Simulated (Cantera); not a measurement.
Cantera run, input and output.

```python
import numpy as np
import cantera as ct

gas = ct.Solution("gri30.yaml")
gas.TPX = 900, 79000, {'CO': 0.017, 'O2': 0.032, 'H2O': 0.00091, 'N2': 1}
reactor = ct.IdealGasConstPressureReactor(gas, energy="off", clone=False)
net = ct.ReactorNet([reactor])
net.rtol, net.atol = 1e-08, 1e-18
show = ['CO', 'O2', 'H2O', 'O', 'H2O2']
times = np.geomspace(2e-06, 20, 14)

steps = ct.SolutionArray(gas, extra=["t"])
rows = []
print(f"{'t/s':>10s}{'T/K':>9s}{'P/Pa':>11s}" + "".join(f"{s:>11s}" for s in show))
for t in times:
    while net.time < t:
        t_next = net.step()
        steps.append(gas.state, t=t_next)
    rows.append([np.interp(t, steps.t, y) for y in (steps.T, steps.P, *steps(*show).X.T)])
    print(f"{t:10.3e}{rows[-1][0]:9.1f}{rows[-1][1]:11.4g}" + "".join(f"{x:11.3e}" for x in rows[-1][2:]))
rate = np.gradient(steps.T, steps.t)
print("integrator steps:", len(steps.t))
if steps.T.max() > steps.T[0] + 200:
    print(f"time of steepest temperature rise: {steps.t[rate.argmax()]:.4e} s")
gas.TPX = 900, 79000, {'CO': 0.017, 'O2': 0.032, 'H2O': 0.00091, 'N2': 1}
gas.equilibrate("TP")
print(f"equilibrium (TP): T = {gas.T:.1f} K  " + "  ".join(f"{s} {gas[s].X[0]:.3e}" for s in show))
```

It prints:

```
       t/s      T/K       P/Pa         CO         O2        H2O          O       H2O2
 2.000e-06    900.0    7.9e+04  1.619e-02  3.048e-02  8.667e-04  6.435e-14  4.855e-28
 6.910e-06    900.0    7.9e+04  1.619e-02  3.048e-02  8.667e-04  2.222e-13  5.349e-27
 2.388e-05    900.0    7.9e+04  1.619e-02  3.048e-02  8.667e-04  7.665e-13  7.860e-26
 8.249e-05    900.0    7.9e+04  1.619e-02  3.048e-02  8.667e-04  2.634e-12  3.366e-24
 2.850e-04    900.0    7.9e+04  1.619e-02  3.048e-02  8.667e-04  8.929e-12  3.971e-22
 9.848e-04    900.0    7.9e+04  1.619e-02  3.048e-02  8.667e-04  2.894e-11  2.781e-20
 3.403e-03    900.0    7.9e+04  1.619e-02  3.048e-02  8.667e-04  8.110e-11  1.279e-18
 1.176e-02    900.0    7.9e+04  1.619e-02  3.048e-02  8.667e-04  1.544e-10  5.008e-17
 4.062e-02    900.0    7.9e+04  1.619e-02  3.048e-02  8.667e-04  1.809e-10  1.975e-15
 1.403e-01    900.0    7.9e+04  1.619e-02  3.048e-02  8.667e-04  2.110e-10  7.491e-14
 4.849e-01    900.0    7.9e+04  1.619e-02  3.048e-02  8.667e-04  3.578e-10  3.140e-12
 1.675e+00    900.0    7.9e+04  1.619e-02  3.048e-02  8.667e-04  2.041e-09  4.202e-10
 5.789e+00    900.0    7.9e+04  1.609e-02  3.043e-02  8.663e-04  2.632e-08  1.324e-07
 2.000e+01    900.0    7.9e+04  1.514e-02  2.997e-02  8.645e-04  3.704e-08  3.020e-07
integrator steps: 449
equilibrium (TP): T = 900.0 K  CO 1.711e-13  O2 2.256e-02  H2O 8.738e-04  O 9.159e-13  H2O2 7.941e-14
```

Model: GRI-Mech 3.0 (53 species, 325 reactions), integrated in Cantera.
